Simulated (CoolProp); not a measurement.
Vapour pressure (MPa) of cyclohexane: the reference equation beside estimates from Tc = 553.6 K, pc = 4.081 MPa, ω = 0.209. Clausius-Clapeyron is anchored at 286.7 K with a constant enthalpy of vaporisation of 33.64 kJ/mol.

The numbers come from the reference Helmholtz-energy equation of state, Zhou 2014 in CoolProp.

| T (K) | reference | Clausius-Clapeyron | van der Waals |
|---|---|---|---|
| 286.7 | 0.007579 | 0.007579 | 0.1433 |
| 299.4 | 0.01377 | 0.01379 | 0.1894 |
| 312.1 | 0.02362 | 0.02390 | 0.2450 |
| 324.8 | 0.03855 | 0.03967 | 0.3111 |
| 337.4 | 0.06004 | 0.06317 | 0.3878 |
| 350.1 | 0.09036 | 0.09759 | 0.4771 |
| 362.8 | 0.1315 | 0.1462 | 0.5793 |
| 375.5 | 0.1859 | 0.2132 | 0.6952 |
| 388.1 | 0.2554 | 0.3025 | 0.8242 |
| 400.8 | 0.3439 | 0.4209 | 0.9693 |
| 413.5 | 0.4536 | 0.5739 | 1.130 |

Absolute difference from the reference over all 11 rows, mean and median: Clausius-Clapeyron 10.1 and 8.0 %, van der Waals 623.0 and 428.0 %.
